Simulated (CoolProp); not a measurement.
R1234ze(E) along the isotherm 273.4 K: fugacity coefficient from the reference equation and from simpler models built on Tc = 382.5 K, pc = 3635 kPa, ω = 0.313; each cubic takes its own stable root.

Values from CoolProp's reference Helmholtz-energy equation of state, Thol 2016.

```csv
p (kPa),phase,reference,van der Waals,Redlich-Kwong,Soave-Redlich-Kwong,Peng-Robinson
47.4,gas,0.9854,0.9915,0.9887,0.9872,0.9866
71.6,gas,0.9780,0.9872,0.9829,0.9807,0.9797
108,gas,0.9668,0.9807,0.9742,0.9709,0.9695
163,gas,0.9498,0.9708,0.9612,0.9561,0.9540
246,liquid,0.8296,0.9560,0.9415,0.8383,0.8319
371,liquid,0.5529,0.9336,0.9118,0.5590,0.5544
559,liquid,0.3697,0.8999,0.6208,0.3741,0.3707
844,liquid,0.2477,0.8217,0.4168,0.2510,0.2483
1270,liquid,0.1675,0.5622,0.2826,0.1700,0.1678
1920,liquid,0.1137,0.3885,0.1927,0.1158,0.1139
2900,liquid,0.07832,0.2747,0.1335,0.08005,0.07836
4370,liquid,0.05513,0.2009,0.09484,0.05669,0.05508
6590,liquid,0.03995,0.1539,0.06961,0.04144,0.03981
9940,liquid,0.03024,0.1263,0.05368,0.03178,0.03003
15000,liquid,0.02445,0.1146,0.04450,0.02616,0.02413
```

At some of these states van der Waals, Redlich-Kwong gives the other phase, because its saturation line lies elsewhere.
